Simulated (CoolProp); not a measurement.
Aqueous potassium carbonate as a coolant, at 30 °C, 1 atm.

Model: Melinder's fits for secondary coolants, in CoolProp.

| mass % | freezing point (°C) | viscosity (mPa s) | Prandtl number | conductivity (W/(m K)) | cp (kJ/(kg K)) |
|---|---|---|---|---|---|
| 3.2 | -1.0 | 0.856 | 5.60 | 0.612 | 4.003 |
| 9 | -3.2 | 0.998 | 6.18 | 0.606 | 3.752 |
| 14.8 | -5.8 | 1.19 | 6.96 | 0.600 | 3.525 |
| 20.6 | -9.2 | 1.43 | 7.95 | 0.595 | 3.300 |
| 26.4 | -14.2 | 1.78 | 9.33 | 0.589 | 3.090 |
| 32.2 | -21.8 | 2.29 | 11.5 | 0.583 | 2.914 |
| 38 | -32.8 | 3.08 | 14.9 | 0.574 | 2.775 |
